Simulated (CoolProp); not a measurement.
A single-stage vapour-compression cycle with cyclopropane: evaporating at 295.15 K (dew point), condensing at 351.15 K (bubble point), superheat 5 K, subcooling 8 K, compressor efficiency 0.6, no pressure losses. Each further row changes one setting.

The numbers come from the reference Helmholtz-energy equation of state, Polt 1992 in CoolProp. This equation is an older, rougher fit; its heat capacities, sound speeds and derivatives of the liquid may be far off and weren't checked against measurements.

```csv
case,cooling COP,pressure ratio,discharge temperature (K),refrigerating effect (kJ/kg),volumetric capacity (kJ/m³)
as stated,…,3.64,390.4,298,3790
evaporating temperature 300.15 K,2.86,3.18,386.4,302,…
condensing temperature 346.15 K,2.85,3.30,383.6,311,3960
subcooling 13 K,2.63,3.64,390.4,311,3960
superheat 15 K,…,3.64,400.4,314,3810
compressor efficiency 0.5,2.10,3.64,…,298,3790
```

Question: Complete the blanks.

Answer: 
- as stated, cooling COP: 2.51
- evaporating temperature 300.15 K, volumetric capacity (kJ/m³): 4380
- superheat 15 K, cooling COP: 2.52
- compressor efficiency 0.5, discharge temperature (K): 401.2
